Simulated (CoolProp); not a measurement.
A Linde-Hampson liquefier for methane: isothermal reversible compression at 200 K from 1 atm to 25 MPa, throttling to 1 atm, return gas leaving the recuperator 0 K below the feed. Each further row changes one setting.

Computed with CoolProp (reference Helmholtz-energy equation of state, Setzmann 1991).

| case | liquid yield per pass | compression work (kJ/kg of gas) |
|---|---|---|
| as stated | [?] | 443 |
| high pressure 50 MPa | 0.481 | [?] |
| warm-end temperature 230 K | 0.407 | [?] |
| warm-end gap 5 K | [?] | 443 |

### Question
Some entries are withheld; supply them.

### Answer

- as stated, liquid yield per pass: 0.513
- high pressure 50 MPa, compression work (kJ/kg of gas): 514
- warm-end temperature 230 K, compression work (kJ/kg of gas): 559
- warm-end gap 5 K, liquid yield per pass: 0.505
